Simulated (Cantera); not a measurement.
A closed system holds: 1 mol SiCl4, 0.0092 mol C2H2, 1.1 mol H2, held at 1098.15 K and 51000 Pa.

Method: chemical equilibrium by Gibbs-energy minimisation in Cantera with the NASA 1993 tables (ideal gas, pure condensed phases). Candidate condensed phases: C, C6H6, C7H8, C8H18, Si, SiC; 109 gas species. The tables' values for SiCl3 are old estimates; treat these amounts as uncertain. Equilibrium is a limit: real reactors are often held back by kinetics, nucleation or transport.

Q: What is the equilibrium state?

A: 
```
Item                                        Result
--------------------------------------  ----------
x(H2)                                        0.463
x(SiCl4)                                     0.419
x(HCl)                                      0.0767
x(SiHCl3)                                   0.0368
x(SiCl3)                                   0.00415
x(SiCl2)                                  0.000577
x(SiH2Cl2)                                0.000386
x(CH4)                                    0.000152
x(SiH3Cl)                                  1.08e-6
n(SiC(s))                               0.0181 mol
gas amount                               2.133 mol
log10 activity of C(graphite) (absent)       -1.42
log10 activity of Si(s) (absent)             -1.65
```
